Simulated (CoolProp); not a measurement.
Toluene along the isotherm 346.85 °C: fugacity coefficient from the reference equation and from simpler models built on Tc = 318.6 °C, pc = 4126 kPa, ω = 0.266; each cubic takes its own stable root.

Model: reference Helmholtz-energy equation of state, Lemmon 2006, in CoolProp. It is a short technical equation, of lower accuracy than the large ones.

| p (kPa) | phase | reference | van der Waals | Redlich-Kwong | Soave-Redlich-Kwong | Peng-Robinson |
|---|---|---|---|---|---|---|
| 442 | gas | 0.9665 | 0.9717 | 0.9683 | 0.9691 | 0.9653 |
| 884 | gas | 0.9336 | 0.9435 | 0.9371 | 0.9386 | 0.9313 |
| 1330 | gas | 0.9008 | 0.9152 | 0.9059 | 0.9082 | 0.8977 |
| 1770 | gas | 0.8690 | 0.8873 | 0.8755 | 0.8785 | 0.8652 |
| 2210 | gas | 0.8375 | 0.8594 | 0.8453 | 0.8492 | 0.8332 |
| 2650 | gas | 0.8064 | 0.8314 | 0.8154 | 0.8200 | 0.8018 |
| 3090 | gas | 0.7756 | 0.8032 | 0.7857 | 0.7911 | 0.7709 |
| 3540 | gas | 0.7444 | 0.7740 | 0.7553 | 0.7617 | 0.7396 |
| 3980 | gas | 0.7141 | 0.7448 | 0.7254 | 0.7328 | 0.7094 |
| 4420 | supercritical | 0.6837 | 0.7144 | 0.6952 | 0.7039 | 0.6793 |
| 4860 | supercritical | 0.6533 | 0.6818 | 0.6642 | 0.6745 | 0.6492 |
| 5310 | supercritical | 0.6216 | 0.6464 | 0.6315 | 0.6441 | 0.6183 |
| 5750 | supercritical | 0.5904 | 0.6148 | 0.6004 | 0.6146 | 0.5888 |
| 6190 | supercritical | 0.5608 | 0.5869 | 0.5722 | 0.5871 | 0.5613 |
